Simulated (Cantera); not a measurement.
What does this Cantera script print?

```python
import numpy as np
import cantera as ct

gas_names = """
    CL CL2 H HCL H2 N NH NH2 NH3 N2 N2H2 N2H4 Si SiCL SiCL2 SiCL3 SiCL4 SiH SiHCL3 SiH2 SiH2CL2 SiH3
    SiH3CL SiH4 SiN Si2 Si2N Si3
""".split()
cond_names = """
    NH4CL(a) NH4CL(b) Si(cr) Si(L) Si3N4(a)
""".split()


def load(file, names, dense=False):
    # The tables refer to 1 bar. Condensed volumes are neglected.
    table = {s.name: s for s in ct.Species.list_from_file(file)}
    out = []
    for n in names:
        d = dict(table[n].input_data)
        d["thermo"] = dict(d["thermo"], **{"reference-pressure": 1e5})
        if dense:
            d["equation-of-state"] = {"model": "constant-volume", "density": "1e6 g/cm^3"}
        out.append(ct.Species.from_dict(d))
    return out


gas = ct.Solution(thermo="ideal-gas", species=load("nasa_gas.yaml", gas_names))
cond = {s.name: ct.Solution(thermo="fixed-stoichiometry", species=[s], name=s.name)
        for s in load("nasa_condensed.yaml", cond_names, dense=True)}
atoms = {
    'Si2Cl6': {'Si': 2, 'CL': 6},
    'N2': {'N': 2},
    'NH3': {'N': 1, 'H': 3},
}
top_T = {'Si3N4(a)': 2400}  # K; cautious upper limits of use, not melting points


def equilibrate(T, P, feed):
    n = {}
    for name, mol in feed.items():
        for a, k in atoms[name].items():
            n[a] = n.get(a, 0.0) + k * mol
    gas.TPX = T, P, n
    mass = sum(n.values()) * gas.mean_molecular_weight
    gas.equilibrate("TP")
    valid = [c for c in cond.values() if c.min_temp <= T <= top_T.get(c.name, c.max_temp)]
    mix = ct.Mixture([(gas, mass / gas.mean_molecular_weight)] + [(c, 0.0) for c in valid])
    mix.T, mix.P = T, P
    mix.equilibrate("TP", solver="vcs", rtol=1e-11, max_steps=5000)
    return mix


results = []
T = 1373.15  # K
P = 19  # Pa
for m in [0.27, 0.63, 0.98, 1.3, 1.7, 2, 2.4, 2.8, 3.1, 3.5, 3.8, 4.2]:
    feed = {'Si2Cl6': 1, 'N2': 21, 'NH3': m}  # mol
    mix = equilibrate(T, P, feed)
    results.append((T, P, feed, dict(zip(mix.species_names, mix.species_moles))))

top = {s: max(r[3][s] / sum(r[3][g] for g in gas_names) for r in results) for s in gas_names}
cols = sorted((s for s in top if top[s] > 0.0001), key=lambda s: -top[s])[:7]
seen = [c for c in cond_names if any(r[3].get(c, 0) > 1e-12 for r in results)]
print("log10 of partial pressures in bar; condensed amounts in mol")
print(f"{'n(NH3)':>10s}" + "".join(f"{s[:9]:>10s}" for s in cols + seen))
for T, P, feed, n in results:
    ng = sum(n[g] for g in gas_names)
    print(f"{feed['NH3']:10.4g}" + "".join(f"{np.log10(max(n[s] / ng * P / 1e5, 1e-99)):10.3f}" for s in cols)
          + "".join(f"{n.get(c, 0):10.4g}" for c in seen))
```

Output:

```
log10 of partial pressures in bar; condensed amounts in mol
    n(NH3)        N2        H2       HCL     SiCL2     SiCL4     SiCL3        CL  Si3N4(a)
      0.27    -3.776    -7.686    -5.195    -5.007    -5.476    -5.574    -6.910         0
      0.63    -3.792    -6.135    -4.892    -4.873    -6.286    -5.912    -7.382         0
      0.98    -3.802    -5.467    -4.830    -4.874    -6.832    -6.186    -7.655   0.02378
       1.3    -3.810    -5.271    -4.761    -4.925    -6.941    -6.266    -7.684    0.0866
       1.7    -3.820    -5.095    -4.705    -4.984    -7.065    -6.357    -7.716    0.1495
         2    -3.827    -4.994    -4.678    -5.025    -7.152    -6.421    -7.739    0.1882
       2.4    -3.836    -4.886    -4.652    -5.076    -7.259    -6.500    -7.767    0.2312
       2.8    -3.844    -4.799    -4.635    -5.123    -7.358    -6.573    -7.794    0.2666
       3.1    -3.851    -4.744    -4.626    -5.156    -7.428    -6.624    -7.812    0.2894
       3.5    -3.859    -4.682    -4.618    -5.197    -7.516    -6.689    -7.835    0.3157
       3.8    -3.864    -4.641    -4.614    -5.226    -7.579    -6.735    -7.852    0.3329
       4.2    -3.872    -4.593    -4.611    -5.263    -7.657    -6.793    -7.873    0.3532
```

These are equilibrium values from Cantera (NASA tables, ideal gas, pure condensed phases), not measurements of a reactor. The feed counts by its element totals alone. The tables' values for SiCl3 are old estimates; treat these amounts as uncertain.
